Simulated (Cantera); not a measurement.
A closed system holds: 1 mol SiH₄, 0.025 mol C₂H₄, 11 mol H₂, at 0.570 bar.

Cantera equilibrium calculation (NASA polynomials, part measured and part estimated; ideal gas, pure solids and liquids). Candidate condensed phases: C, C₆H₆, C₇H₈, C₈H₁₈, Si, SiC; 87 gas species. Mutual solubility and eutectic melting of coexisting phases are not modelled. Gases not in the tables: Si₂H₆ and higher silanes. Rates play no part. All values below are at 2073 K.

Base state: H₂ 0.996, H 0.00348, Si 0.000175, SiH₂ 0.000158, SiH 7.58e-5, CH₄ 1.42e-5 (mole fractions); condensed: Si(l) + SiC(s).

**Question.** What changes in the equilibrium state with this change: C₂H₄ from 0.025 to 1 mol?

**Answer.** 
```csv
species,before,after
H₂,0.996,0.995
H,0.00348,0.00347
C₂H₂ (acetylene),6.18e-6,0.00122
CH₄,1.42e-5,0.000199
Si,0.000175,1.24e-5
SiH₂,0.000158,1.12e-5
SiH,7.58e-5,5.39e-6
"Si(l), mol",0.945,0
"SiC(s), mol",0.0496,1.000
"C(graphite), mol",0,0.960
```
